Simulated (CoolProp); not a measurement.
Vapour-liquid equilibrium of acetone (1) + benzene (2) at 356.3 K; x and y are mole fractions of (1).

The numbers come from the multi-fluid Helmholtz-energy mixture model, Lemmon 2006 and Thol 2012; pair parameters Bell 2016 in CoolProp.

```csv
x,"bubble pressure, mixture model (kPa)","bubble pressure, Raoult's law (kPa)","y, mixture model","y, Raoult's law"
0.05,121.6,117.5,0.126,0.100
0.125,?,126.9,0.269,0.232
0.2,147.6,136.2,0.378,0.346
0.275,158.6,145.6,0.466,0.446
0.35,?,154.9,0.541,0.533
0.425,178.0,164.3,0.606,0.610
0.5,186.6,173.6,0.665,0.679
0.575,?,183.0,0.719,0.741
0.65,202.7,192.3,?,0.797
0.725,?,201.7,0.821,0.848
0.8,?,211.0,0.870,0.895
0.875,224.6,220.4,?,0.937
0.95,231.5,229.7,0.967,0.976
```

### Question
Fill in the missing entries.

### Answer

- 0.125, bubble pressure, mixture model (kPa): 135.4
- 0.35, bubble pressure, mixture model (kPa): 168.7
- 0.575, bubble pressure, mixture model (kPa): 194.9
- 0.65, y, mixture model: 0.771
- 0.725, bubble pressure, mixture model (kPa): 210.2
- 0.8, bubble pressure, mixture model (kPa): 217.5
- 0.875, y, mixture model: 0.919

The largest gap from Raoult's law is +8.9 % in bubble pressure, at x = 0.275. No azeotrope shows between x = 0.05 and 0.95.

The pair parameters rest on a limited set of measurements; away from them the model extrapolates.
